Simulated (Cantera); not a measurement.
**Ammonia decomposition in nitride growth gas**

A perfectly stirred reactor is fed with 32.3 % NH3, 67.7 % H2, at 100000 Pa; it is held at 1575 K, and followed from long to short residence time.

Computed with Cantera and the gas-phase N/H chemistry of the illustrative SiF4/NH3 mechanism in the Surface Chemkin manual (1991). Walls and surfaces, which speed up NH3 decomposition in real reactors, are not modelled.

```json
[
 {"τ (s)": "9.0", "x NH3": "0.252", "x H2": "0.721", "x N2H2": "3.41e-8", "x N2": "0.0267", "x N": "1.67e-9", "x H": "2.90e-5"},
 {"τ (s)": "3.7", "x NH3": "0.286", "x H2": "0.700", "x N2H2": "4.36e-8", "x N2": "0.0137", "x N": "1.82e-9", "x H": "2.77e-5"},
 {"τ (s)": "1.5", "x NH3": "0.306", "x H2": "0.688", "x N2H2": "4.95e-8", "x N2": "0.00625", "x N": "1.90e-9", "x H": "2.70e-5"},
 {"τ (s)": "0.63", "x NH3": "0.315", "x H2": "0.682", "x N2H2": "5.23e-8", "x N2": "0.00276", "x N": "1.92e-9", "x H": "2.67e-5"},
 {"τ (s)": "0.26", "x NH3": "0.319", "x H2": "0.679", "x N2H2": "5.33e-8", "x N2": "0.00116", "x N": "1.92e-9", "x H": "2.65e-5"},
 {"τ (s)": "0.11", "x NH3": "0.321", "x H2": "0.678", "x N2H2": "5.31e-8", "x N2": "0.000486", "x N": "1.89e-9", "x H": "2.62e-5"},
 {"τ (s)": "0.044", "x NH3": "0.322", "x H2": "0.678", "x N2H2": "5.13e-8", "x N2": "0.000187", "x N": "1.79e-9", "x H": "2.57e-5"},
 {"τ (s)": "0.018", "x NH3": "0.322", "x H2": "0.678", "x N2H2": "4.67e-8", "x N2": "6.94e-5", "x N": "1.57e-9", "x H": "2.46e-5"},
 {"τ (s)": "0.0075", "x NH3": "0.322", "x H2": "0.677", "x N2H2": "3.72e-8", "x N2": "2.27e-5", "x N": "1.14e-9", "x H": "2.21e-5"},
 {"τ (s)": "0.0031", "x NH3": "0.323", "x H2": "0.677", "x N2H2": "2.16e-8", "x N2": "5.28e-6", "x N": "5.27e-10", "x H": "1.70e-5"}
]
```
x: mole fraction; the columns are a selection and need not sum to one.
